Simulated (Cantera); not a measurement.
Input: 1 mol V₂O₅, 0.42 mol H₂, 1.3 mol N₂, at 2.40 mbar.

Cantera equilibrium calculation (NASA polynomials, part measured and part estimated; ideal gas, pure solids and liquids). Candidate condensed phases: H₂O, V, VN, VO, V₂O₃, V₂O₄, V₂O₅; 28 gas species. Condensed phases not in the tables: the oxides between V₂O₃ and V₂O₅ other than VO₂. Kinetics and transport are ignored.

Q: What share of the V ends up in condensed phases as a function of T (K), at 1400, 1450, 1500, 1550, 1600, 1650, 1700, 1750, 1800, 1850, 1900, 1950, 2000?

A: 
```csv
T (K),V condensed (%),as
1400,100.0,V₂O₄(s)
1450,100.0,V₂O₄(s)
1500,100.0,V₂O₄(s)
1550,100.0,V₂O₄(s)
1600,100.0,V₂O₄(s)
1650,99.9,V₂O₄(s)
1700,99.7,V₂O₄(s)
1750,99.4,V₂O₄(s)
1800,98.5,V₂O₄(s)
1850,96.8,V₂O₄(l)
1900,93.7,V₂O₄(l)
1950,87.8,V₂O₄(l)
2000,75.9,V₂O₄(l)
```
